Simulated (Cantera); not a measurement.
# Halide evaporation, hydrolysis and transport: LiCl + O2 + H2

Input: 1 mol LiCl, 0.81 mol O2, 1.1 mol H2, held at 0.00133 bar.

These are equilibrium values from Cantera (NASA tables, ideal gas, pure condensed phases), not measurements of a reactor. Candidate condensed phases: H2O, Li, LiCl, LiH, LiOH, Li2O; 25 gas species. Kinetics and transport are ignored.

```
T (K)  log p H2O  log p LiCl  log p O2  log p OH  log p LiOH  log p HCl  log p H2
-----  ---------  ----------  --------  --------  ----------  ---------  --------
1700       -3.22       -3.26     -3.84     -5.34       -4.83      -4.87     -6.00
1750       -3.22       -3.26     -3.84     -5.20       -4.78      -4.83     -5.78
1800       -3.23       -3.26     -3.84     -5.07       -4.73      -4.78     -5.57
1850       -3.23       -3.27     -3.84     -4.94       -4.68      -4.74     -5.38
1900       -3.24       -3.27     -3.85     -4.82       -4.64      -4.71     -5.20
1950       -3.24       -3.28     -3.85     -4.71       -4.60      -4.67     -5.03
2000       -3.26       -3.28     -3.85     -4.61       -4.57      -4.64     -4.87
2050       -3.27       -3.29     -3.85     -4.51       -4.54      -4.60     -4.72
```
log p: log10 of the partial pressure in bar; nothing condenses.

From 1700 K to 2050 K nothing is condensed. The main Li-bearing gas is LiCl throughout.
